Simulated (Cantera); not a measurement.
Gas mixture: CH4 = 0.72 (molar parts), at 20.0 Torr, frozen composition.

Cantera's kinetic-theory transport with the Lennard-Jones parameters of GRI-Mech 3.0, ideal gas; thermal conductivity in the multicomponent form. The composition is frozen, though it would react at the higher temperatures.

D: mixture-averaged diffusion coefficient of that species in the mixture.

```csv
T (K),ρ (kg/m³),cp (J/kg/K),μ (µPa s),λ (mW/m/K),Pr,D (cm²/s) H,D (cm²/s) C2H2,D (cm²/s) O
400,0.0129,2526,14.4,50.8,0.718,?,11.4,21.1
600,0.00857,3287,19.5,88.4,0.725,?,23.4,42.3
800,0.00643,3989,23.8,130,0.728,?,38.5,68.7
1000,0.00514,4589,27.7,174,0.730,?,56.3,99.8
1200,0.00429,5074,31.2,217,0.730,?,76.7,135
1400,0.00367,5468,34.5,259,0.730,?,99.3,175
1600,0.00322,5787,37.7,299,0.730,?,124,218
1800,0.00286,6047,40.7,337,0.730,?,151,265
```

Problem. What belongs in the gaps?

Solution. 
- 400, D (cm²/s) H: 71.3
- 600, D (cm²/s) H: 145
- 800, D (cm²/s) H: 237
- 1000, D (cm²/s) H: 346
- 1200, D (cm²/s) H: 469
- 1400, D (cm²/s) H: 607
- 1600, D (cm²/s) H: 759
- 1800, D (cm²/s) H: 923
